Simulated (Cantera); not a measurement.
# Equilibrium for nitride etching: Si₃N₄ + Cl₂ + N₂

A closed system holds: 1 mol Si₃N₄, 7.6 mol Cl₂, 70 mol N₂, equilibrated at 1.90 Pa.

These are equilibrium values from Cantera (NASA tables, ideal gas, pure condensed phases), not measurements of a reactor. Candidate condensed phases: Si, Si₃N₄; 13 gas species. The tables' values for SiCl₃ are old estimates; treat these amounts as uncertain. The numbers say what is thermodynamically allowed, not how fast it happens.

| T (K) | x N₂ | x Cl | x SiCl₄ | x SiCl₂ | x Cl₂ | x SiCl₃ |
|---|---|---|---|---|---|---|
| 700 | 0.940 | 2.19e-5 | 0.0392 | <1e-12 | 0.0209 | <1e-12 |
| 775 | 0.940 | 0.000170 | 0.0392 | <1e-12 | 0.0208 | 3.38e-12 |
| 850 | 0.940 | 0.000915 | 0.0391 | <1e-12 | 0.0204 | 1.37e-10 |
| 925 | 0.938 | 0.00366 | 0.0391 | <1e-12 | 0.0190 | 3.14e-9 |
| 1000 | 0.935 | 0.0110 | 0.0389 | 1.45e-12 | 0.0153 | 4.82e-8 |
| 1075 | 0.929 | 0.0237 | 0.0387 | 1.49e-10 | 0.00878 | 6.03e-7 |
| 1150 | 0.924 | 0.0349 | 0.0385 | 1.46e-8 | 0.00308 | 7.18e-6 |
| 1225 | 0.921 | 0.0394 | 0.0383 | 1.27e-6 | 0.000793 | 7.83e-5 |
| 1300 | 0.920 | 0.0413 | 0.0376 | 7.28e-5 | 0.000211 | 0.000679 |
| 1375 | 0.914 | 0.0479 | 0.0325 | 0.00190 | 8.00e-5 | 0.00367 |
| 1450 | 0.891 | 0.0718 | 0.0171 | 0.0124 | 5.76e-5 | 0.00762 |
| 1525 | 0.866 | 0.0980 | 0.00349 | 0.0270 | 3.84e-5 | 0.00563 |
x: gas mole fraction; nothing condenses.

From 700 K to 1525 K nothing is condensed. The main Si-bearing gas is SiCl₄ at 700 K and SiCl₂ at 1525 K.
